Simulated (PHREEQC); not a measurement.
Solution (20 °C): 0.14 mol/kgw FeCl3 and 6.3e-05 mol/kgw H2SO4. Closed to the air; pH follows from the charge balance.

All values are PHREEQC results (ion-association model, phreeqc.dat), not measurements.

This is a speciation only: nothing precipitates in the calculation.

Q: Predict the pH, activity of water, ionic strength.

A: pH 1.88; activity of water 0.992; ionic strength 0.511 mol/kgw.

Q: In which forms is S present?

A: FeSO4+ 81 %, SO4-2 9.5 %, FeHSO4+2 6.6 %, HSO4- 3.0 % of the S.

The solution is supersaturated, for example in Hematite (slow to form), Goethite (slow to form), so a real one may precipitate; this is no full list.
